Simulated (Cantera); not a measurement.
Input (Python, Cantera) and output of one run.

```python
import numpy as np
import cantera as ct

gas_names = """
    H H2O
""".split()
cond_names = """
    CaO(s) CaO(L) Ca(a) Ca(b) Ca(L)
""".split()


def load(file, names, dense=False):
    # The tables refer to 1 bar. Condensed volumes are neglected.
    table = {s.name: s for s in ct.Species.list_from_file(file)}
    out = []
    for n in names:
        d = dict(table[n].input_data)
        d["thermo"] = dict(d["thermo"], **{"reference-pressure": 1e5})
        if dense:
            d["equation-of-state"] = {"model": "constant-volume", "density": "1e6 g/cm^3"}
        out.append(ct.Species.from_dict(d))
    return out


species = {s.name: s for s in load("nasa_gas.yaml", gas_names) + load("nasa_condensed.yaml", cond_names)}
# Each term lists the table entries of one substance; the one whose range holds T is used.
reactions = {
    '2 H(g) + CaO = H2O(g) + Ca':
        [(-2, ['H']), (-1, ['CaO(s)', 'CaO(L)']), (1, ['H2O']), (1, ['Ca(a)', 'Ca(b)', 'Ca(L)'])],
}


def pick(names, T):
    return next(species[n] for n in names if species[n].thermo.min_temp <= T <= species[n].thermo.max_temp)


results = []
for label, terms in reactions.items():
    print(label)
    print("     T/K   dH/kJ  dS/(J/K)   dG/kJ   log10 K")
    for T in [300, 1198, 1298, 1398, 1498, 1598, 1698, 1798]:
        used = [(nu, pick(names, T)) for nu, names in terms]
        dH = sum(nu * s.thermo.h(T) for nu, s in used) / 1e6
        dS = sum(nu * s.thermo.s(T) for nu, s in used) / 1e3
        dG = dH - T * dS / 1e3
        logK = -dG * 1e6 / (ct.gas_constant * T * np.log(10))
        results.append((label, T, dH, dS, dG, logK, [s.name for _, s in used]))
        print(f"{T:8g} {dH:8.1f} {dS:8.1f} {dG:8.1f} {logK:8.2f}")
```

It prints:

```
2 H(g) + CaO = H2O(g) + Ca
     T/K   dH/kJ  dS/(J/K)   dG/kJ   log10 K
     300    -42.8    -36.5    -31.8     5.54
    1198    -54.3    -61.2     19.0    -0.83
    1298    -55.7    -62.4     25.2    -1.01
    1398    -57.1    -63.4     31.5    -1.18
    1498    -58.3    -64.2     37.9    -1.32
    1598    -59.6    -65.0     44.4    -1.45
    1698    -60.7    -65.7     50.9    -1.57
    1798    -61.9    -66.4     57.5    -1.67
```

Standard-state values (1 bar) from the NASA 1993 polynomials, evaluated with Cantera. Condensed species are held in their standard states even where they would react or evaporate.
